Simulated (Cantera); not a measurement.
Cantera run, input and output.

```python
import numpy as np
import cantera as ct

gas = ct.Solution("SiF4_NH3_mec.yaml", "gas")
gas.TPX = 2348, 101325, {'NH3': 1, 'N2': 4}
reactor = ct.IdealGasConstPressureReactor(gas, energy="off", clone=False)
net = ct.ReactorNet([reactor])
net.rtol, net.atol = 1e-08, 1e-18
show = ['NH3', 'H2', 'N', 'NH', 'H', 'NH2', 'N2H4']
times = np.geomspace(4e-05, 20, 10)

steps = ct.SolutionArray(gas, extra=["t"])
rows = []
print(f"{'t/s':>10s}{'T/K':>9s}{'P/Pa':>11s}" + "".join(f"{s:>11s}" for s in show))
for t in times:
    while net.time < t:
        t_next = net.step()
        steps.append(gas.state, t=t_next)
    rows.append([np.interp(t, steps.t, y) for y in (steps.T, steps.P, *steps(*show).X.T)])
    print(f"{t:10.3e}{rows[-1][0]:9.1f}{rows[-1][1]:11.4g}" + "".join(f"{x:11.3e}" for x in rows[-1][2:]))
rate = np.gradient(steps.T, steps.t)
print("integrator steps:", len(steps.t))
if steps.T.max() > steps.T[0] + 200:
    print(f"time of steepest temperature rise: {steps.t[rate.argmax()]:.4e} s")
gas.TPX = 2348, 101325, {'NH3': 1, 'N2': 4}
gas.equilibrate("TP")
print(f"equilibrium (TP): T = {gas.T:.1f} K  " + "  ".join(f"{s} {gas[s].X[0]:.3e}" for s in show))
```

It prints:

```
       t/s      T/K       P/Pa        NH3         H2          N         NH          H        NH2       N2H4
 4.000e-05   2348.0  1.013e+05  1.951e-01  3.774e-03  5.616e-07  3.892e-05  2.941e-05  2.592e-03  2.891e-07
 1.719e-04   2348.0  1.013e+05  1.791e-01  2.409e-02  2.820e-06  5.834e-05  1.069e-04  2.225e-03  2.129e-07
 7.388e-04   2348.0  1.013e+05  1.256e-01  9.146e-02  6.839e-06  6.700e-05  3.315e-04  1.412e-03  8.574e-08
 3.175e-03   2348.0  1.013e+05  3.116e-02  2.099e-01  8.766e-06  4.572e-05  1.043e-03  4.922e-04  1.042e-08
 1.364e-02   2348.0  1.013e+05  1.316e-04  2.466e-01  3.415e-06  3.897e-06  5.226e-03  8.920e-06  3.417e-12
 5.863e-02   2348.0  1.013e+05  5.080e-06  2.462e-01  2.146e-07  2.083e-07  6.126e-03  4.047e-07  7.033e-15
 2.520e-01   2348.0  1.013e+05  1.491e-06  2.462e-01  6.302e-08  6.117e-08  6.127e-03  1.188e-07  6.075e-16
 1.083e+00   2348.0  1.013e+05  1.321e-06  2.462e-01  5.585e-08  5.421e-08  6.127e-03  1.053e-07  4.773e-16
 4.654e+00   2348.0  1.013e+05  1.321e-06  2.462e-01  5.584e-08  5.421e-08  6.127e-03  1.053e-07  4.773e-16
 2.000e+01   2348.0  1.013e+05  1.321e-06  2.462e-01  5.584e-08  5.421e-08  6.127e-03  1.053e-07  4.773e-16
integrator steps: 1786
equilibrium (TP): T = 2348.0 K  NH3 1.321e-06  H2 2.462e-01  N 5.584e-08  NH 5.421e-08  H 6.127e-03  NH2 1.053e-07  N2H4 4.773e-16
```

Cantera simulation using the gas-phase N/H chemistry of the illustrative SiF4/NH3 mechanism in the Surface Chemkin manual (1991); the numbers are that mechanism's predictions, not measurements. Walls and surfaces, which speed up NH3 decomposition in real reactors, are not modelled.
